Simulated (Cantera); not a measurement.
A closed system holds: 1 mol Si3H8, 0.76 mol Cl2, a varied amount of N2, at 1000 °C and 0.100 bar.

Method: chemical equilibrium by Gibbs-energy minimisation in Cantera with the NASA 1993 tables (ideal gas, pure condensed phases). Candidate condensed phases: NH4Cl, Si, Si3N4; 28 gas species. The feed counts by its element totals alone. N2 is the only nitrogen source here; it is nearly inert below about 1500 K, so the nitride shown seldom forms there in practice. Kinetics and transport are ignored.

### Question
At 200 mol N2, list the 3 most abundant gas species with their mole fractions, and the condensed phases.

### Answer
N2 0.977, H2 0.0160, HCl 0.00749. Condensed: Si3N4(s).
